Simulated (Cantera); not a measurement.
## Si + HF + H₂ (silicon etching in halogen gases)

Charge: 1 mol Si, 15 mol HF, 0.2 mol H₂, equilibrated at 1.90 Pa.

These are equilibrium values from Cantera (NASA tables, ideal gas, pure condensed phases), not measurements of a reactor. Candidate condensed phases: Si; 25 gas species. The tables' values for SiF₃, SiF₂ are old estimates; treat these amounts as uncertain. Equilibrium is a limit: real reactors are often held back by kinetics, nucleation or transport.

From 1073 K to 1673 K nothing is condensed. The main Si-bearing gas is SiF₄ throughout.

```tsv
T (K)	x HF	x H₂	x SiF₄	x SiF₃
1073	0.775	0.155	0.0704	8.75e-7
1123	0.775	0.155	0.0704	3.09e-6
1173	0.775	0.155	0.0704	9.76e-6
1223	0.775	0.155	0.0704	2.80e-5
1273	0.775	0.155	0.0703	7.39e-5
1323	0.775	0.155	0.0702	0.000181
1373	0.775	0.155	0.0700	0.000413
1423	0.775	0.154	0.0695	0.000883
1473	0.775	0.153	0.0685	0.00178
1523	0.776	0.152	0.0668	0.00336
1573	0.777	0.149	0.0638	0.00594
1623	0.779	0.145	0.0593	0.00975
1673	0.782	0.139	0.0529	0.0147
```
x: gas mole fraction; nothing condenses.
